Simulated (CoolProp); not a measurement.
Diethyl ether at several states: Z from the reference equation and from simpler models built on Tc = 194.7 °C, pc = 37.17 bar, ω = 0.282; each cubic takes its own stable root.

Values from CoolProp's reference Helmholtz-energy equation of state, Thol 2014.

```json
[
 {"T (°C)": "224.85", "p (bar)": "52.2", "phase": "supercritical", "reference": "0.4107", "van der Waals": "0.3922", "Redlich-Kwong": "0.4031", "Soave-Redlich-Kwong": "0.4608", "Peng-Robinson": "___"},
 {"T (°C)": "163.65", "p (bar)": "26.6", "phase": "liquid", "reference": "0.1107", "van der Waals": "___", "Redlich-Kwong": "___", "Soave-Redlich-Kwong": "0.1322", "Peng-Robinson": "0.1171"},
 {"T (°C)": "91.65", "p (bar)": "2.69", "phase": "gas", "reference": "___", "van der Waals": "0.9599", "Redlich-Kwong": "0.9483", "Soave-Redlich-Kwong": "___", "Peng-Robinson": "0.9397"}
]
```

Q: Some entries are withheld; supply them.

A: 
- 224.85, Peng-Robinson: 0.4330
- 163.65, van der Waals: 0.6290
- 163.65, Redlich-Kwong: 0.1405
- 91.65, reference: 0.9364
- 91.65, Soave-Redlich-Kwong: 0.9431

At some of these states van der Waals gives the other phase, because its saturation line lies elsewhere.
